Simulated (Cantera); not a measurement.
What does this Cantera script print?

```python
import numpy as np
import cantera as ct

gas_names = """
    CL CL2 H HCL H2 N NH NH2 NH3 N2 N2H2 N2H4 Si SiCL SiCL2 SiCL3 SiCL4 SiH SiHCL3 SiH2 SiH2CL2 SiH3
    SiH3CL SiH4 SiN Si2 Si2N Si3
""".split()
cond_names = """
    NH4CL(a) NH4CL(b) Si(cr) Si(L) Si3N4(a)
""".split()


# ... load() reads the species with a 1 bar reference pressure and builds the phases ...
atoms = {
    'SiH2Cl2': {'Si': 1, 'H': 2, 'CL': 2},
    'NH3': {'N': 1, 'H': 3},
    'N2': {'N': 2},
}
top_T = {'Si3N4(a)': 2400}  # K; cautious upper limits of use, not melting points


# ... equilibrate(T, P, feed) seeds the gas with the atoms and calls Mixture.equilibrate('TP', solver="vcs", rtol=1e-11, max_steps=5000) ...
results = []
feed = {'SiH2Cl2': 1, 'NH3': 0.28, 'N2': 2.6}  # mol
P = 100  # Pa
for T in [898, 948, 998, 1048, 1098, 1148, 1198, 1248, 1298, 1348]:
    mix = equilibrate(T, P, feed)
    results.append((T, P, feed, dict(zip(mix.species_names, mix.species_moles))))

top = {s: max(r[3][s] / sum(r[3][g] for g in gas_names) for r in results) for s in gas_names}
cols = sorted((s for s in top if top[s] > 1e-05), key=lambda s: -top[s])[:5]
seen = [c for c in cond_names if any(r[3].get(c, 0) > 1e-12 for r in results)]
print("log10 of partial pressures in bar; condensed amounts in mol")
print(f"{'T/K':>10s}" + "".join(f"{s[:9]:>10s}" for s in cols + seen))
for T, P, feed, n in results:
    ng = sum(n[g] for g in gas_names)
    print(f"{T:10.4g}" + "".join(f"{np.log10(max(n[s] / ng * P / 1e5, 1e-99)):10.3f}" for s in cols)
          + "".join(f"{n.get(c, 0):10.4g}" for c in seen))
```

Output:

```
log10 of partial pressures in bar; condensed amounts in mol
       T/K        N2       HCL        H2     SiCL2     SiCL4  Si3N4(a)
       898    -3.312    -3.494    -3.799    -9.518    -4.492    0.2855
       948    -3.313    -3.482    -3.811    -8.666    -4.524    0.2888
       998    -3.315    -3.473    -3.822    -7.901    -4.554    0.2916
      1048    -3.316    -3.464    -3.832    -7.212    -4.583    0.2939
      1098    -3.317    -3.458    -3.841    -6.589    -4.614    0.2956
      1148    -3.318    -3.454    -3.847    -6.025    -4.650    0.2963
      1198    -3.318    -3.453    -3.851    -5.518    -4.700    0.2948
      1248    -3.318    -3.458    -3.849    -5.072    -4.783     0.289
      1298    -3.317    -3.476    -3.837    -4.697    -4.931    0.2754
      1348    -3.314    -3.513    -3.811    -4.407    -5.179    0.2516
```

Method: chemical equilibrium by Gibbs-energy minimisation in Cantera with the NASA 1993 tables (ideal gas, pure condensed phases). The tables' values for SiCl3 are old estimates; treat these amounts as uncertain.
